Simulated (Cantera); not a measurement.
Feed: 1 mol Si3N4, 0.0043 mol O2, a varied amount of H2, at 0.00133 bar.

These are equilibrium values from Cantera (NASA tables, ideal gas, pure condensed phases), not measurements of a reactor. Candidate condensed phases: H2O, Si, SiO2, Si2N2O, Si3N4; 35 gas species. Mutual solubility and eutectic melting of coexisting phases are not modelled. Equilibrium is a limit: real reactors are often held back by kinetics, nucleation or transport.

Q: What condenses at these points (T in K, n(H2) in mol): (1273, 180); (1723, 350); (1223, 310); (1173, 140); (1223, 140); (1673, 480); (1373, 440)?

A: 
```json
[
 {"T (K)": "1273", "n(H2) in mol": "180", "condensed phases": "Si + Si2N2O + Si3N4", "Si condensed (%)": "100.0"},
 {"T (K)": "1723", "n(H2) in mol": "350", "condensed phases": "Si", "Si condensed (%)": "90.2"},
 {"T (K)": "1223", "n(H2) in mol": "310", "condensed phases": "Si + Si2N2O + Si3N4", "Si condensed (%)": "100.0"},
 {"T (K)": "1173", "n(H2) in mol": "140", "condensed phases": "Si2N2O + Si3N4", "Si condensed (%)": "100.0"},
 {"T (K)": "1223", "n(H2) in mol": "140", "condensed phases": "Si + Si2N2O + Si3N4", "Si condensed (%)": "100.0"},
 {"T (K)": "1673", "n(H2) in mol": "480", "condensed phases": "Si", "Si condensed (%)": "94.1"},
 {"T (K)": "1373", "n(H2) in mol": "440", "condensed phases": "Si + Si3N4", "Si condensed (%)": "99.7"}
]
```
